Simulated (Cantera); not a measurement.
## Diamond growth

A diamond (100) surface in a fixed gas of H2 with x(CH4) = 0.0028, x(CH3) = 2.3e-05, at 1298 K, 0.0306 atm; coverages are run to steady state.

Computed with Cantera and the Harris–Goodwin 1993 mechanism for the reconstructed diamond (100) surface.

```csv
x(H),growth (µm/h),θ c6HH,θ c6H*,θ c6*H,θ c6**
0.0001,0.00300,0.661,0.0286,0.306,0.00414
0.00022,0.0119,0.551,0.0375,0.402,0.0101
0.0005,0.0331,0.469,0.0436,0.468,0.0197
0.0011,0.0626,0.423,0.0467,0.501,0.0298
0.0025,0.0961,0.398,0.0481,0.516,0.0380
0.0057,0.134,0.386,0.0488,0.523,0.0429
0.013,0.191,0.380,0.0491,0.525,0.0455
0.029,0.286,0.378,0.0493,0.526,0.0467
0.065,0.433,0.377,0.0496,0.526,0.0473
```
θ: site fractions in the mechanism's names (c6HH fully hydrogenated, c6H* and c6*H radical sites, c6** diradical, c6HM methylated).
